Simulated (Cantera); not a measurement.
An adiabatic, constant-volume homogeneous reactor starts with H2 : O2 : N2 : H2O = 1 : 0.781 : 4.77 : 0.15 (molar parts), at 1225 K and 28000 Pa.

Computed with Cantera and the H2/O2 subset of GRI-Mech 3.0, which has no nitrogen chemistry.

Predict: time of steepest temperature rise; temperature at 0.300 s; equilibrium temperature; x(H2) at 0.300 s; x(O2) at 0.300 s; x(H2O) at 0.300 s; x(O) at 0.300 s; x(HO2) at 0.300 s; x(OH) at 0.300 s.


```json
{
  "time_of_steepest_temperature_rise": "0.200 ms",
  "temperature at 0.300 s": "2406 K",
  "equilibrium_temperature": "2406 K",
  "x(H2) at 0.300 s": "0.00433 (gas-phase equilibrium 0.00433)",
  "x(O2) at 0.300 s": "0.0434 (gas-phase equilibrium 0.0434)",
  "x(H2O) at 0.300 s": "0.173 (gas-phase equilibrium 0.173)",
  "x(O) at 0.300 s": "0.00262 (gas-phase equilibrium 0.00262)",
  "x(HO2) at 0.300 s": "3.79e-6 (gas-phase equilibrium 3.79e-6)",
  "x(OH) at 0.300 s": "0.0112 (gas-phase equilibrium 0.0112)"
}
```
